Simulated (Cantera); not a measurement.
**Hydrocarbon pyrolysis for carbon deposition**

An isothermal, constant-pressure homogeneous reactor starts with C2H6 : N2 = 1 : 1.9 (molar parts), at 1625 K and 0.00207 atm.

Detailed kinetics in Cantera: GRI-Mech 3.0 (53 species, 325 reactions). GRI-Mech 3.0 stops at C3 and has no aromatics, soot or wall deposition, so with more carbon than oxygen in the feed, carbon stays in small species such as C2H2 where larger ones or solid carbon would form. Radical loss at walls, strong at low pressure, is not modelled.

```json
[
 {"t (s)": "1.00e-5", "x C2H6": "0.344", "x H2": "9.00e-8", "x CH2": "7.50e-10", "x CH4": "1.79e-6", "x H": "2.34e-7", "x HCN": "<1e-12"},
 {"t (s)": "3.59e-5", "x C2H6": "0.343", "x H2": "1.56e-6", "x CH2": "3.66e-8", "x CH4": "2.30e-5", "x H": "1.55e-6", "x HCN": "<1e-12"},
 {"t (s)": "0.000129", "x C2H6": "0.338", "x H2": "7.45e-5", "x CH2": "1.44e-6", "x CH4": "0.000288", "x H": "2.46e-5", "x HCN": "1.80e-12"},
 {"t (s)": "0.000464", "x C2H6": "0.316", "x H2": "0.00358", "x CH2": "2.03e-5", "x CH4": "0.00328", "x H": "0.000303", "x HCN": "4.75e-9"},
 {"t (s)": "0.00167", "x C2H6": "0.194", "x H2": "0.0504", "x CH2": "6.69e-5", "x CH4": "0.0296", "x H": "0.00115", "x HCN": "1.69e-7"},
 {"t (s)": "0.00599", "x C2H6": "0.0129", "x H2": "0.169", "x CH2": "6.05e-5", "x CH4": "0.110", "x H": "0.00251", "x HCN": "7.97e-7"},
 {"t (s)": "0.0215", "x C2H6": "0.000210", "x H2": "0.255", "x CH2": "9.03e-6", "x CH4": "0.108", "x H": "0.000891", "x HCN": "1.13e-6"},
 {"t (s)": "0.0774", "x C2H6": "3.76e-5", "x H2": "0.290", "x CH2": "1.94e-6", "x CH4": "0.0971", "x H": "0.000375", "x HCN": "1.16e-6"},
 {"t (s)": "0.278", "x C2H6": "1.56e-5", "x H2": "0.310", "x CH2": "8.86e-7", "x CH4": "0.0871", "x H": "0.000263", "x HCN": "1.17e-6"},
 {"t (s)": "1.00", "x C2H6": "9.99e-6", "x H2": "0.332", "x CH2": "7.66e-7", "x CH4": "0.0681", "x H": "0.000290", "x HCN": "1.22e-6"}
]
```
x: mole fraction; the columns are a selection and need not sum to one.

Equilibrium at this temperature and pressure: C2H6 3.37e-11, H2 0.407, CH2 5.82e-9, CH4 5.07e-5, H 0.000990, HCN 0.119 (gas phase only).
